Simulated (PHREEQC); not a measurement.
**Hard or scaling water: speciation**

Dissolve 4.9 mmol/kgw MgCl2, 14 mmol/kgw CO2 and 110 mmol/kgw MgSO4 at 84 °C. Closed to the air; pH follows from the charge balance.

Computed with PHREEQC (ion-association model with the Debye-Hückel limiting law, phreeqc.dat).

```yaml
pH: 4.29
ionic_strength: 0.418 mol/kgw
```

```csv
species,molality,activity,log γ
Mg+2,0.106,0.00341,-1.491
SO4-2,0.101,0.00325,-1.491
CO2,0.0137,0.0137,0.000
Cl-,0.00980,0.00415,-0.373
MgSO4,0.00925,0.00925,0.000
HCO3-,0.000278,0.000118,-0.373
HSO4-,0.000176,7.45e-5,-0.373
H+,0.000121,5.13e-5,-0.373
MgHCO3+,1.90e-5,8.07e-6,-0.373
(CO2)2,1.38e-5,1.38e-5,0.000
MgOH+,4.85e-8,2.05e-8,-0.373
```

This is a speciation only: nothing precipitates in the calculation. Complexes and solids missing from the database can't appear. At this temperature some constants are extrapolated from 25 °C, and those without enthalpy data are left unchanged.
